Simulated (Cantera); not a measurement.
Charge: 1 mol acetone, 0.017 mol O2, 0.85 mol N2, at 10.0 Torr.

Equilibrium computed with Cantera from the NASA thermochemical tables; the gas is ideal and each condensed phase is pure. Candidate condensed phases: C, C6H6, C7H8, C8H18, H2O; 136 gas species. The feed counts by its element totals alone. Rates play no part.

Q: What share of the C ends up in condensed phases as a function of T (K), at 1473, 1573, 1673, 1773, 1873, 1973, 2073, 2173, 2273, 2373, 2473, 2573, 2673?

A: 
```csv
T (K),C condensed (%),as
1473,65.5,C(graphite)
1573,65.4,C(graphite)
1673,65.3,C(graphite)
1773,65.2,C(graphite)
1873,65.0,C(graphite)
1973,64.7,C(graphite)
2073,64.2,C(graphite)
2173,63.6,C(graphite)
2273,62.7,C(graphite)
2373,61.6,C(graphite)
2473,60.3,C(graphite)
2573,58.6,C(graphite)
2673,56.6,C(graphite)
```
